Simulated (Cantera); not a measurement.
A Cantera script and its output.

```python
import numpy as np
import cantera as ct

surf = ct.Interface("diamond.yaml", "diamond_100")
gas, bulk = surf.adjacent["gas"], surf.adjacent["diamond"]
k = surf.kinetics_species_index(bulk.species_names[0])
cover = ["c6HH", "c6H*", "c6*H", "c6**", "c6HM", "c6B"]

rows, drift = [], 0.0
print(f"{'xH':>10s}{'um/h':>11s}" + "".join(f"{s:>11s}" for s in cover))
for v in [0.0001, 0.00026, 0.00067, 0.0017, 0.0044, 0.011, 0.029, 0.076, 0.2]:
    T, P, xH, xCH3 = 1025, 13000, v, 0.00046
    gas.TPX = T, P, {"H": xH, "CH3": xCH3, "CH4": 0.0031, "H2": 1 - xH - xCH3 - 0.0031}
    surf.TP = bulk.TP = T, P
    surf.coverages = "c6H*:0.1, c6HH:0.9"
    surf.advance_coverages(100.0)
    before = surf.coverages
    surf.advance_coverages(100.0)
    drift = max(drift, np.max(np.abs(surf.coverages - before) / (surf.coverages + 1e-9)))
    rate = surf.net_production_rates[k] * bulk.mean_molecular_weight / bulk.density * 3.6e9
    rows.append([rate, *surf[cover].coverages])
    print(f"{v:10.4g}{rate:11.4e}" + "".join(f"{x:11.3e}" for x in rows[-1][1:]))
```

Output:

```
        xH       um/h       c6HH       c6H*       c6*H       c6**       c6HM        c6B
    0.0001 5.3291e+00  3.279e-01  9.426e-03  1.802e-01  1.724e-03  3.419e-01  1.446e-08
   0.00026 1.1379e+01  3.646e-01  1.180e-02  2.255e-01  3.702e-03  2.803e-01  3.088e-08
   0.00067 1.9586e+01  4.323e-01  1.483e-02  2.832e-01  6.406e-03  1.871e-01  5.315e-08
    0.0017 2.6959e+01  4.967e-01  1.752e-02  3.341e-01  8.847e-03  1.015e-01  7.315e-08
    0.0044 3.1708e+01  5.388e-01  1.930e-02  3.666e-01  1.043e-02  4.610e-02  8.604e-08
     0.011 3.3995e+01  5.588e-01  2.029e-02  3.819e-01  1.120e-02  1.976e-02  9.225e-08
     0.029 3.5130e+01  5.680e-01  2.115e-02  3.884e-01  1.162e-02  7.742e-03  9.533e-08
     0.076 3.5845e+01  5.714e-01  2.256e-02  3.898e-01  1.195e-02  3.010e-03  9.727e-08
       0.2 3.6938e+01  5.725e-01  2.588e-02  3.874e-01  1.252e-02  1.174e-03  1.002e-07
```

Cantera simulation using the Harris–Goodwin 1993 mechanism for the reconstructed diamond (100) surface; the numbers are that mechanism's predictions, not measurements.
